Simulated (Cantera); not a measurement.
**Silicon etching in halogen gases: Si + NF₃ + H₂**

A closed system holds: 1 mol Si, 4.2 mol NF₃, 0.2 mol H₂, held at 0.520 bar.

Cantera equilibrium calculation (NASA polynomials, part measured and part estimated; ideal gas, pure solids and liquids). Candidate condensed phases: Si, Si₃N₄; 37 gas species. Rates play no part.

```csv
T (K),log p F,log p F₂,log p N₂,log p SiF₄,log p HF,log p NF₃
1000,-1.33,-0.64,-0.87,-1.17,-1.57,-1.79
1050,-1.13,-0.66,-0.88,-1.19,-1.59,-2.14
1100,-0.97,-0.71,-0.89,-1.21,-1.61,-2.51
1150,-0.83,-0.78,-0.91,-1.23,-1.63,-2.89
1200,-0.72,-0.87,-0.93,-1.25,-1.65,-3.28
1250,-0.64,-0.99,-0.95,-1.27,-1.67,-3.68
1300,-0.57,-1.13,-0.97,-1.29,-1.69,-4.11
1350,-0.53,-1.28,-0.99,-1.31,-1.71,-4.54
1400,-0.50,-1.45,-1.00,-1.32,-1.72,-4.97
1450,-0.48,-1.62,-1.01,-1.33,-1.73,-5.40
1500,-0.46,-1.80,-1.02,-1.34,-1.74,-5.81
1550,-0.46,-1.97,-1.02,-1.34,-1.74,-6.21
```
log p: log10 of the partial pressure in bar; nothing condenses.

From 1000 K to 1550 K nothing is condensed. The main Si-bearing gas is SiF₄ throughout.
